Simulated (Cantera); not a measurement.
Feed: 1 mol Pb, 10 mol NH3, 28 mol H2, equilibrated at 1525 K.

Equilibrium computed with Cantera from the NASA thermochemical tables; the gas is ideal and each condensed phase is pure. Candidate condensed phases: Pb; 11 gas species. Kinetics and transport are ignored.

x: gas mole fraction; n: condensed amount in mol.

| P (Pa) | x H2 | x N2 | x Pb | x H | n Pb(l) |
|---|---|---|---|---|---|
| 10 | 0.875 | 0.102 | 0.0204 | ? | 0 |
| 41 | 0.877 | 0.102 | 0.0204 | ? | 0 |
| 160 | 0.877 | 0.102 | 0.0204 | ? | 0 |
| 670 | 0.877 | 0.102 | 0.0204 | ? | 0 |
| 2700 | 0.877 | 0.102 | 0.0204 | ? | 0 |
| 11000 | 0.877 | 0.102 | 0.0204 | ? | 0 |
| 45000 | 0.878 | 0.102 | 0.0204 | ? | 0 |
| 180000 | 0.880 | 0.102 | 0.0173 | ? | 0.155 |
| 740000 | 0.892 | 0.104 | 0.00421 | ? | 0.797 |
| 3000000 | 0.895 | 0.104 | 0.00104 | ? | 0.950 |

Task: Fill in the missing entries.

Result: 
- 10, x H: 0.00221
- 41, x H: 0.00109
- 160, x H: 0.000554
- 670, x H: 0.000271
- 2700, x H: 0.000135
- 11000, x H: 6.68e-5
- 45000, x H: 3.30e-5
- 180000, x H: 1.65e-5
- 740000, x H: 8.21e-6
- 3000000, x H: 4.09e-6
